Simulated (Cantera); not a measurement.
**Equilibrium for iron carbonyl, mercury and lead vapours: PbO + O2 + H2**

Input: 1 mol PbO, 0.17 mol O2, 0.68 mol H2, equilibrated at 523.15 K and 6.10 mbar.

These are equilibrium values from Cantera (NASA tables, ideal gas, pure condensed phases), not measurements of a reactor. Candidate condensed phases: H2O, Pb, PbO, PbO2, Pb3O4; 12 gas species. Equilibrium is a limit: real reactors are often held back by kinetics, nucleation or transport.

The x(H2O) is 1.000 and the x(H2) is 8.29e-6. The n(Pb(s)) comes out as 0.340 mol and the n(PbO(red)) is 0.660 mol. The gas amount is 0.6800 mol and the log10 activity of Pb3O4(s) (absent) is -15.28. The log10 activity of PbO2(s) (absent) is -16.24.
